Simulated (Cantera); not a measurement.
Charge: 1 mol SiC, 0.23 mol CO2, 29 mol H2, 1.2 mol O2, at 13300 Pa.

Method: chemical equilibrium by Gibbs-energy minimisation in Cantera with the NASA 1993 tables (ideal gas, pure condensed phases). Candidate condensed phases: C, C6H6, C7H8, C8H18, H2O, Si, SiC, SiO2; 123 gas species. Mutual solubility and eutectic melting of coexisting phases are not modelled. The tables hold silica as quartz up to 1696 K and as liquid above; real silica turns to tridymite and cristobalite and melts near 1996 K. Rates play no part. All values below are at 1575 K.

Base state: H2 0.959, CO 0.0377, SiO 0.00337, H 0.000111, CH4 3.83e-5, H2O 2.88e-5 (mole fractions); condensed: SiC(s) + SiO2(β-quartz).

Problem. What changes in the equilibrium state with this change: pressure from 13300 Pa to 690000 Pa?

Solution. 
```
species                before     after
-------------------  --------  --------
H2                      0.959     0.959
CO                     0.0377    0.0289
CH4                   3.83e-5    0.0115
SiO                   0.00337   9.53e-6
C2H4                  1.06e-8   1.87e-5
C2H2 (acetylene)      5.97e-7   2.02e-5
H                    0.000111   1.55e-5
H2O                   2.88e-5  0.000197
SiC(s), mol            0.0892         0
SiO2(β-quartz), mol     0.809     1.000
C(graphite), mol            0    0.0324
```
